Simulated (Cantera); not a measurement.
Cantera run:

```python
import numpy as np
import cantera as ct

gas_names = [...]  # 123 gases of nasa_gas.yaml made of C, H, O, Si
cond_names = """
    C(gr) C6H6(L) C7H8(L) C8H18(L),n-octa H2O(s) H2O(L) Si(cr) Si(L) SiC(b) SiO2(Lqz) SiO2(hqz) SiO2(L)
""".split()


# ... load() reads the species with a 1 bar reference pressure and builds the phases ...
atoms = {
    'SiC': {'Si': 1, 'C': 1},
    'CO2': {'C': 1, 'O': 2},
    'H2': {'H': 2},
}
top_T = {'C(gr)': 4500, 'SiC(b)': 3050}  # K; cautious upper limits of use, not melting points


# ... equilibrate(T, P, feed) seeds the gas with the atoms and calls Mixture.equilibrate('TP', solver="vcs", rtol=1e-11, max_steps=5000) ...
results = []
feed = {'SiC': 1, 'CO2': 0.013, 'H2': 21}  # mol
T = 1600  # K
P = 9.1  # Pa
mix = equilibrate(T, P, feed)
results.append((T, P, feed, dict(zip(mix.species_names, mix.species_moles))))
x = sorted(zip(gas.X, gas.species_names), reverse=True)
print(f"T = {T:g} K  P = {P:g} Pa  gas = {mix.phase_moles(0):.4g} mol")
print("   x: " + "  ".join(f"{s} {v:.3e}" for v, s in x if v > 1e-05))
print("   condensed (mol): " + ("  ".join(f"{mix.phase(i).name} {mix.phase_moles(i):.4g}"
      for i in range(1, mix.n_phases) if mix.phase_moles(i) > 1e-12) or "none"))
```

Result:

```
T = 1600 K  P = 9.1 Pa  gas = 21.09 mol
   x: H2 9.930e-01  H 5.679e-03  CO 9.792e-04  SiO 2.538e-04  Si 1.065e-04
   condensed (mol): SiC(b) 0.9923
```

These are equilibrium values from Cantera (NASA tables, ideal gas, pure condensed phases), not measurements of a reactor.
